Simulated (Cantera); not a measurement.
Cantera run:

```python
import numpy as np
import cantera as ct

gas_names = """
    CL CLO CL2 H HCL HOCL HO2 H2 H2O H2O2 O OH O2 O3 Si SiCL SiCL2 SiCL3 SiCL4 SiH SiHCL3 SiH2 SiH2CL2
    SiH3 SiH3CL SiH4 SiO SiO2 Si2 Si3
""".split()
cond_names = """
    H2O(s) H2O(L) Si(cr) Si(L) SiO2(Lqz) SiO2(hqz) SiO2(L)
""".split()


# ... load() reads the species with a 1 bar reference pressure and builds the phases ...
atoms = {
    'SiCl4': {'Si': 1, 'CL': 4},
    'H2O': {'H': 2, 'O': 1},
    'H2': {'H': 2},
}
top_T = {}  # K; cautious upper limits of use, not melting points


# ... equilibrate(T, P, feed) seeds the gas with the atoms and calls Mixture.equilibrate('TP', solver="vcs", rtol=1e-11, max_steps=5000) ...
results = []
feed = {'SiCl4': 1, 'H2O': 0.11, 'H2': 19}  # mol
T = 923.15  # K
P = 6200  # Pa
mix = equilibrate(T, P, feed)
results.append((T, P, feed, dict(zip(mix.species_names, mix.species_moles))))
print(gas.report(threshold=0.0001))
for i in range(1, mix.n_phases):
    print(f"{mix.phase(i).name:16s} {mix.phase_moles(i):12.5e} mol")
```

Output:

```
       temperature   923.15 K
          pressure   6200 Pa
           density   0.0082856 kg/m^3
  mean mol. weight   10.257 kg/kmol
   phase of matter   gas

                          1 kg             1 kmol
                     ---------------   ---------------
          enthalpy       -1.0764e+06       -1.1041e+07  J
   internal energy       -1.8247e+06       -1.8717e+07  J
           entropy             19830        2.0341e+05  J/K
    Gibbs function       -1.9383e+07       -1.9881e+08  J
 heat capacity c_p            3270.6             33548  J/K
 heat capacity c_v              2460             25233  J/K

                      mass frac. Y      mole frac. X     chem. pot. / RT
                     ---------------   ---------------   ---------------
               HCL          0.065777          0.018506           -42.876
                H2           0.18369           0.93464           -20.159
             SiCL3         0.0023047        0.00017585           -104.71
             SiCL4           0.65285          0.039418           -137.51
            SiHCL3           0.09383          0.007106           -114.79
           SiH2CL2         0.0012356        0.00012548            -92.07
     [  +24 minor]        0.00030805        3.2103e-05

Si(cr)            0.00000e+00 mol
SiO2(hqz)         5.50000e-02 mol
```

Cantera equilibrium calculation (NASA polynomials, part measured and part estimated; ideal gas, pure solids and liquids). The tables' values for SiCl3 are old estimates; treat these amounts as uncertain.
